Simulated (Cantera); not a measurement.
Cantera run:

```python
import numpy as np
import cantera as ct

gas_names = """
    O2 Br2
""".split()
cond_names = """
    Mg(cr) MgBr2(s) MgO(s)
""".split()


def load(file, names, dense=False):
    # The tables refer to 1 bar. Condensed volumes are neglected.
    table = {s.name: s for s in ct.Species.list_from_file(file)}
    out = []
    for n in names:
        d = dict(table[n].input_data)
        d["thermo"] = dict(d["thermo"], **{"reference-pressure": 1e5})
        if dense:
            d["equation-of-state"] = {"model": "constant-volume", "density": "1e6 g/cm^3"}
        out.append(ct.Species.from_dict(d))
    return out


species = {s.name: s for s in load("nasa_gas.yaml", gas_names) + load("nasa_condensed.yaml", cond_names)}
T = 700
g = {n: (s.thermo.h(T) - T * s.thermo.s(T)) / (ct.gas_constant * T * np.log(10)) for n, s in species.items()}
valid = cond_names  # the entries whose range holds T


def stable(la, lb):
    # potentials (over RT ln 10) of the two non-metals from log10 p(O2) and log10 p(Br2) in bar
    mu = {}
    mu["O"] = (g["O2"] + la) / 2
    mu["Br"] = (g["Br2"] + lb) / 2
    cost = {}
    for n in valid:
        c = species[n].composition
        cost[n] = (g[n] - sum(c.get(e, 0) * m for e, m in mu.items())) / c["Mg"]
    return min(cost, key=cost.get)


results = []
for lb in [0, -1.5, -3.1, -4.6, -6.2, -7.7, -9.2, -10.8, -12.3, -13.8, -15.4, -16.9, -18.5, -20]:
    row = [stable(la, lb) for la in [-54, -50.4, -46.8, -43.2, -39.6, -36, -32.4, -28.8, -25.2, -21.6, -18, -14.4, -10.8, -7.2, -3.6, 0]]
    results.append(row)
    print(f"{lb:6.1f}  " + " ".join(f"{valid.index(n):x}" for n in row))
print("key: " + ", ".join(f"{i:x} {n}" for i, n in enumerate(valid)))
```

Output:

```
   0.0  1 1 1 1 1 1 1 1 1 1 1 1 2 2 2 2
  -1.5  1 1 1 1 1 1 1 1 1 1 1 2 2 2 2 2
  -3.1  1 1 1 1 1 1 1 1 1 1 2 2 2 2 2 2
  -4.6  1 1 1 1 1 1 1 1 1 1 2 2 2 2 2 2
  -6.2  1 1 1 1 1 1 1 1 1 2 2 2 2 2 2 2
  -7.7  1 1 1 1 1 1 1 1 2 2 2 2 2 2 2 2
  -9.2  1 1 1 1 1 1 1 2 2 2 2 2 2 2 2 2
 -10.8  1 1 1 1 1 1 2 2 2 2 2 2 2 2 2 2
 -12.3  1 1 1 1 1 2 2 2 2 2 2 2 2 2 2 2
 -13.8  1 1 1 1 1 2 2 2 2 2 2 2 2 2 2 2
 -15.4  1 1 1 1 2 2 2 2 2 2 2 2 2 2 2 2
 -16.9  1 1 1 2 2 2 2 2 2 2 2 2 2 2 2 2
 -18.5  1 1 2 2 2 2 2 2 2 2 2 2 2 2 2 2
 -20.0  1 2 2 2 2 2 2 2 2 2 2 2 2 2 2 2
key: 0 Mg(cr), 1 MgBr2(s), 2 MgO(s)
```

Cantera with NASA thermochemical tables; ideal gases at 1 bar, condensed phases pure. Not in the tables: oxide halides.
